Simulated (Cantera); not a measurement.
What does this Cantera script print?

```python
import numpy as np
import cantera as ct

gas_names = [...]  # 123 gases of nasa_gas.yaml made of C, H, O, Si
cond_names = """
    C(gr) C6H6(L) C7H8(L) C8H18(L),n-octa H2O(s) H2O(L) Si(cr) Si(L) SiC(b) SiO2(Lqz) SiO2(hqz) SiO2(L)
""".split()


# ... load() reads the species with a 1 bar reference pressure and builds the phases ...
atoms = {
    'TEOS': {'Si': 1, 'C': 8, 'H': 20, 'O': 4},
    'O2': {'O': 2},
    'O3': {'O': 3},
}
top_T = {'C(gr)': 4500, 'SiC(b)': 3050}  # K; cautious upper limits of use, not melting points


# ... equilibrate(T, P, feed) seeds the gas with the atoms and calls Mixture.equilibrate('TP', solver="vcs", rtol=1e-11, max_steps=5000) ...
results = []
feed = {'TEOS': 1, 'O2': 1.2, 'O3': 0.58}  # mol
T = 1675  # K
P = 8800  # Pa
mix = equilibrate(T, P, feed)
results.append((T, P, feed, dict(zip(mix.species_names, mix.species_moles))))
x = sorted(zip(gas.X, gas.species_names), reverse=True)
print(f"T = {T:g} K  P = {P:g} Pa  gas = {mix.phase_moles(0):.4g} mol")
print("   x: " + "  ".join(f"{s} {v:.3e}" for v, s in x if v > 0.0001))
print("   condensed (mol): " + ("  ".join(f"{mix.phase(i).name} {mix.phase_moles(i):.4g}"
      for i in range(1, mix.n_phases) if mix.phase_moles(i) > 1e-12) or "none"))
```

Output:

```
T = 1675 K  P = 8800 Pa  gas = 17.93 mol
   x: H2 5.576e-01  CO 4.192e-01  SiO 2.286e-02  H 2.923e-04
   condensed (mol): SiC(b) 0.4836  SiO2(hqz) 0.1065
```

These are equilibrium values from Cantera (NASA tables, ideal gas, pure condensed phases), not measurements of a reactor. The feed counts by its element totals alone. Mutual solubility and eutectic melting of coexisting phases are not modelled. The tables hold silica as quartz up to 1696 K and as liquid above; real silica turns to tridymite and cristobalite and melts near 1996 K.
